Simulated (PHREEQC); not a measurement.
1 kg of water holding 0.065 mol Na2CO3, 0.27 mol NaHCO3 and 0.024 mol KCl is evaporated at 25 °C; the solids stay in contact with the brine. CO2 is held at log p = -3.4 (atm). Solids allowed: Halite, Kalicinite, Nahcolite, Natron, Sylvite, Trona. Others were left out.

The series has 25 steps of water left (kg), from 1.002 to 0.005768.

Computed with PHREEQC (Pitzer model, pitzer.dat).

**Question.** Which solids form, in which order, and at which step of the series does each first stand?

**Answer.** Trona from water left = 0.06604 kg (pH 10.18); Sylvite from water left = 0.005768 kg (pH 10.26).

Species that the database lacks are ignored.
